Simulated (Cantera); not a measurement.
A freely propagating, adiabatic, planar premixed flame of H2 : O2 : N2 = 1 : 0.521 : 1.96 (molar parts), unburnt at 300 K and 13300 Pa; mixture-averaged transport, grid criteria slope 0.08 and curve 0.16, no radiation.

Detailed kinetics in Cantera: the H2/O2 subset of GRI-Mech 3.0, which has no nitrogen chemistry. Burning velocities carry a grid error of a few per cent, more on coarse grids.

**Question.** What does this change do: O2 0.521 to 0.67 parts?

**Answer.** 
```json
[
 {"quantity": "laminar burning velocity", "before": "192 cm/s", "after": "197 cm/s"},
 {"quantity": "thermal thickness", "before": "5.03 mm", "after": "4.50 mm"},
 {"quantity": "peak x(O)", "before": "0.0123", "after": "0.0175"},
 {"quantity": "peak x(H)", "before": "0.0670", "after": "0.0575"},
 {"quantity": "peak x(HO2)", "before": "0.000143", "after": "0.000163"}
]
```
